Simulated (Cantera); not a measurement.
A closed system holds: 1 mol B, 0.27 mol O₂, 2 mol H₂, at 1852 °C and 1.00 bar.

These are equilibrium values from Cantera (NASA tables, ideal gas, pure condensed phases), not measurements of a reactor. Candidate condensed phases: B, B₂O₃, B₃O₃H₃, H₂O; 23 gas species. The tables' values for BH₂ are old estimates; treat these amounts as uncertain. Gases not in the tables: B₂H₆ and higher boranes. Rates play no part.

What is the equilibrium state?


```
Property       Result
----------  ---------
x(H₂)           0.816
x(HBO)          0.123
x(B₂O₂)        0.0420
x(BO)         0.00638
x(B₂O₃)       0.00621
x(H)          0.00328
x(HBO₂)       0.00274
x(BH₂)       0.000749
x(B₃O₃H₃)    0.000174
n(B(s))     0.479 mol
gas amount  2.270 mol
```
